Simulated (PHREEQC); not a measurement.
**Reverse-osmosis permeate: speciation**

Model water analysis in mg/L, 46 °C, pH 6.42, pe 9.8: Na 1.75; K 0.327; Ca 2.48; Mg 0.598; Cl 0.278; S(6) as SO4 3.27; Alkalinity as HCO3 32.4; Cu(2) 0.0144.

Valence states are taken as typed.

The numbers come from PHREEQC with the ion-association model, phreeqc.dat.

No solid was allowed to form.

Question: What charge-balance error does the model give?

Answer: charge-balance error -40.5 %.

Question: In which forms is Mg present?

Answer: Mg+2 98 %, MgSO4 1.0 %, MgHCO3+ 0.6 % of the Mg.

Species that the database lacks are ignored. At this temperature some constants are extrapolated from 25 °C, and those without enthalpy data are left unchanged.
